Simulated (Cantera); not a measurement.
Input: 1 mol SiH₄, 1.7 mol CH₄, 38 mol H₂, 0.2 mol C₃H₈, at 2200 Pa.

These are equilibrium values from Cantera (NASA tables, ideal gas, pure condensed phases), not measurements of a reactor. Candidate condensed phases: C, C₆H₆, C₇H₈, C₈H₁₈, Si, SiC; 87 gas species. Gases not in the tables: Si₂H₆ and higher silanes. Kinetics and transport are ignored.

Q: At 2350 K, list the 6 most abundant gas species with their mole fractions, and the condensed phases.

A: H₂ 0.901, H 0.0798, Si 0.0108, C₂H₂ (acetylene) 0.00497, SiC₂ 0.00176, Si₂C 0.00102. Condensed: C(graphite) + SiC(s).
